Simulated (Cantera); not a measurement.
**Ammonia decomposition in nitride growth gas**

A perfectly stirred reactor is fed with NH3 : H2 = 1 : 15 (molar parts), at 0.0133 bar; it is held at 1775 K, and followed from long to short residence time.

Computed with Cantera and the gas-phase N/H chemistry of the illustrative SiF4/NH3 mechanism in the Surface Chemkin manual (1991). Walls and surfaces, which speed up NH3 decomposition in real reactors, are not modelled.

| τ (s) | x NH3 | x H2 | x N2H4 | x H | x N2 |
|---|---|---|---|---|---|
| 7.0 | 0.0507 | 0.943 | 2.16e-10 | 0.000469 | 0.00549 |
| 2.8 | 0.0574 | 0.940 | 2.43e-10 | 0.000437 | 0.00234 |
| 1.1 | 0.0607 | 0.938 | 2.25e-10 | 0.000397 | 0.000788 |
| 0.45 | 0.0620 | 0.937 | 1.51e-10 | 0.000318 | 0.000184 |
| 0.18 | 0.0624 | 0.937 | 4.71e-11 | 0.000176 | 1.59e-5 |
| 0.072 | 0.0625 | 0.937 | 8.21e-12 | 7.34e-5 | 7.87e-7 |
| 0.029 | 0.0625 | 0.937 | 1.34e-12 | 2.97e-5 | 4.30e-8 |
| 0.011 | 0.0625 | 0.937 | <1e-12 | 1.13e-5 | 2.13e-9 |
| 0.0046 | 0.0625 | 0.937 | <1e-12 | 4.70e-6 | 1.47e-10 |
| 0.0018 | 0.0625 | 0.937 | <1e-12 | 1.84e-6 | 8.10e-12 |
x: mole fraction; the columns are a selection and need not sum to one.
